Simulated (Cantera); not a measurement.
An adiabatic, constant-pressure homogeneous reactor starts with CH4 : O2 : N2 = 1 : 2.5 : 9.4 (molar parts), equivalence ratio 0.80, at 1575 K and 4.93 atm. Integrator tolerance rtol = 1e-08.

Computed with Cantera and GRI-Mech 3.0 (53 species, 325 reactions).

What does this change do: pressure from 4.93 atm to 0.365 atm?


```
quantity                                                            before                                    after
---------------------------------  ---------------------------------------  ---------------------------------------
time of steepest temperature rise                                 0.154 ms                                  1.25 ms
temperature at 0.400 s                                              2786 K                                   2625 K
equilibrium temperature                                             2786 K                                   2625 K
x(CH4) at 0.400 s                    <1e-12 (gas-phase equilibrium <1e-12)    <1e-12 (gas-phase equilibrium <1e-12)
x(O2) at 0.400 s                     0.0377 (gas-phase equilibrium 0.0377)    0.0425 (gas-phase equilibrium 0.0425)
x(CO) at 0.400 s                     0.0189 (gas-phase equilibrium 0.0189)    0.0268 (gas-phase equilibrium 0.0268)
x(NO2) at 0.400 s                  9.36e-6 (gas-phase equilibrium 9.36e-6)  2.58e-6 (gas-phase equilibrium 2.58e-6)
x(C2H4) at 0.400 s                   <1e-12 (gas-phase equilibrium <1e-12)    <1e-12 (gas-phase equilibrium <1e-12)
```

What does this change do: N2 9.4 to 22 parts?


```csv
quantity,before,after
time of steepest temperature rise,0.154 ms,0.322 ms
temperature at 0.400 s,2786 K,2357 K
equilibrium temperature,2786 K,2357 K
x(CH4) at 0.400 s,<1e-12 (gas-phase equilibrium <1e-12),<1e-12 (gas-phase equilibrium <1e-12)
x(O2) at 0.400 s,0.0377 (gas-phase equilibrium 0.0377),0.0174 (gas-phase equilibrium 0.0174)
x(CO) at 0.400 s,0.0189 (gas-phase equilibrium 0.0189),0.00207 (gas-phase equilibrium 0.00207)
x(NO2) at 0.400 s,9.36e-6 (gas-phase equilibrium 9.36e-6),3.56e-6 (gas-phase equilibrium 3.56e-6)
x(C2H4) at 0.400 s,<1e-12 (gas-phase equilibrium <1e-12),<1e-12 (gas-phase equilibrium <1e-12)
```
